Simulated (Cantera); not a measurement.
A Cantera script and what it prints.

```python
import numpy as np
import cantera as ct

gas_names = """
    H HNO HNO2 HNO3 HO2 H2 H2O H2O2 N NH NH2 NH3 NH2OH NO NO2 NO3 N2 N2H2 N2H4 N2O O OH O2 O3 Si SiH
    SiH2 SiH3 SiH4 SiN SiO SiO2 Si2 Si2N Si3
""".split()
cond_names = """
    H2O(s) H2O(L) Si(cr) Si(L) SiO2(Lqz) SiO2(hqz) SiO2(L) Si2N2O(s) Si3N4(a)
""".split()


# ... load() reads the species with a 1 bar reference pressure and builds the phases ...
atoms = {
    'Si3N4': {'Si': 3, 'N': 4},
    'O2': {'O': 2},
    'H2': {'H': 2},
}
top_T = {'Si2N2O(s)': 2100, 'Si3N4(a)': 2400}  # K; cautious upper limits of use, not melting points


# ... equilibrate(T, P, feed) seeds the gas with the atoms and calls Mixture.equilibrate('TP', solver="vcs", rtol=1e-11, max_steps=5000) ...
results = []
feed = {'Si3N4': 1, 'O2': 0.04, 'H2': 23}  # mol
T = 1800  # K
P = 1000  # Pa
mix = equilibrate(T, P, feed)
results.append((T, P, feed, dict(zip(mix.species_names, mix.species_moles))))
x = sorted(zip(gas.X, gas.species_names), reverse=True)
print(f"T = {T:g} K  P = {P:g} Pa  gas = {mix.phase_moles(0):.4g} mol")
print("   x: " + "  ".join(f"{s} {v:.3e}" for v, s in x if v > 1e-06))
print("   condensed (mol): " + ("  ".join(f"{mix.phase(i).name} {mix.phase_moles(i):.4g}"
      for i in range(1, mix.n_phases) if mix.phase_moles(i) > 1e-12) or "none"))
```

It prints:

```
T = 1800 K  P = 1000 Pa  gas = 25.13 mol
   x: H2 9.134e-01  N2 7.958e-02  H 3.422e-03  SiO 3.183e-03  Si 3.176e-04  SiH 3.462e-05  SiH2 2.734e-05  Si2N 6.379e-06  SiN 3.967e-06  Si2 1.919e-06
   condensed (mol): Si(L) 2.91
```

These are equilibrium values from Cantera (NASA tables, ideal gas, pure condensed phases), not measurements of a reactor. Gases not in the tables: Si2H6 and higher silanes.
